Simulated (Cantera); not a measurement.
A perfectly stirred reactor is fed with NH₃ : N₂ = 1 : 5.7 (molar parts), at 668 Torr; it is held at 1700 K, and followed from long to short residence time.

Detailed kinetics in Cantera: the gas-phase N/H chemistry of the illustrative SiF4/NH3 mechanism in the Surface Chemkin manual (1991). Walls and surfaces, which speed up NH3 decomposition in real reactors, are not modelled.

Task: What does this change do: pressure from 668 Torr to 113 Torr?

Result: 
```json
[
 {"quantity": "x(NH₃) at τ = 1.60 s", "before": "0.0832", "after": "0.115"},
 {"quantity": "x(N₂H₂) at τ = 1.60 s", "before": "7.34e-8", "after": "2.27e-7"},
 {"quantity": "x(NH₂) at τ = 1.60 s", "before": "4.83e-5", "after": "8.27e-5"},
 {"quantity": "x(H₂) at τ = 1.60 s", "before": "0.0861", "after": "0.0443"},
 {"quantity": "x(NH) at τ = 1.60 s", "before": "6.07e-7", "after": "1.12e-6"},
 {"quantity": "x(NH₃) at τ = 0.110 s", "before": "0.140", "after": "0.146"},
 {"quantity": "x(N₂H₂) at τ = 0.110 s", "before": "1.63e-7", "after": "3.04e-7"},
 {"quantity": "x(NH₂) at τ = 0.110 s", "before": "7.86e-5", "after": "0.000112"},
 {"quantity": "x(H₂) at τ = 0.110 s", "before": "0.0123", "after": "0.00387"},
 {"quantity": "x(NH) at τ = 0.110 s", "before": "6.33e-7", "after": "7.38e-7"}
]
```

Task: What does this change do: N2 5.7 to 17 parts?

Result: 
```
quantity                 before    after
----------------------  -------  -------
x(NH₃) at τ = 1.60 s     0.0832   0.0303
x(N₂H₂) at τ = 1.60 s   7.34e-8  2.90e-8
x(NH₂) at τ = 1.60 s    4.83e-5  2.71e-5
x(H₂) at τ = 1.60 s      0.0861   0.0359
x(NH) at τ = 1.60 s     6.07e-7  5.12e-7
x(NH₃) at τ = 0.110 s     0.140   0.0518
x(N₂H₂) at τ = 0.110 s  1.63e-7  6.63e-8
x(NH₂) at τ = 0.110 s   7.86e-5  4.74e-5
x(H₂) at τ = 0.110 s     0.0123  0.00525
x(NH) at τ = 0.110 s    6.33e-7  5.27e-7
```
